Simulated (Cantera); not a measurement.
Feed: 1 mol MgSO4, 0.36 mol CO2, 3.6 mol H2O, at 5480 Torr.

Method: chemical equilibrium by Gibbs-energy minimisation in Cantera with the NASA 1993 tables (ideal gas, pure condensed phases). Candidate condensed phases: C, C6H6, C7H8, C8H18, H2O, H2SO4, Mg, MgCO3, MgO, Mg(OH)2, MgS, MgSO4, S; 130 gas species. Kinetics and transport are ignored.

log p: log10 of the partial pressure in bar; n: condensed amount in mol.

| T (K) | log p H2O | log p SO2 | log p O2 | log p CO2 | log p SO3 | log p OH | n MgO(s) |
|---|---|---|---|---|---|---|---|
| 1498 | 0.68 | 0.11 | -0.19 | -0.32 | (withheld) | -3.15 | 1.000 |
| 1548 | 0.68 | 0.12 | -0.18 | -0.32 | (withheld) | -2.97 | 1.000 |
| 1598 | 0.68 | 0.12 | -0.18 | -0.32 | (withheld) | -2.79 | 1.000 |
| 1648 | 0.68 | 0.12 | -0.18 | -0.32 | (withheld) | -2.63 | 1.000 |
| 1698 | 0.68 | 0.12 | -0.18 | -0.32 | (withheld) | -2.48 | 1.000 |
| 1748 | 0.68 | 0.12 | -0.18 | -0.32 | (withheld) | -2.34 | 1.000 |
| 1798 | 0.68 | 0.12 | -0.18 | -0.32 | (withheld) | -2.20 | 1.000 |
| 1848 | 0.68 | 0.12 | -0.18 | -0.32 | (withheld) | -2.07 | 1.000 |
| 1898 | 0.68 | 0.12 | -0.18 | -0.32 | (withheld) | -1.95 | 1.000 |
| 1948 | 0.68 | 0.12 | -0.18 | -0.32 | (withheld) | -1.84 | 1.000 |
| 1998 | 0.68 | 0.12 | -0.18 | -0.32 | (withheld) | -1.73 | 1.000 |

Task: Fill in the missing entries.

Result: 
- 1498, log p SO3: -1.40
- 1548, log p SO3: -1.51
- 1598, log p SO3: -1.60
- 1648, log p SO3: -1.70
- 1698, log p SO3: -1.78
- 1748, log p SO3: -1.86
- 1798, log p SO3: -1.94
- 1848, log p SO3: -2.02
- 1898, log p SO3: -2.09
- 1948, log p SO3: -2.15
- 1998, log p SO3: -2.21
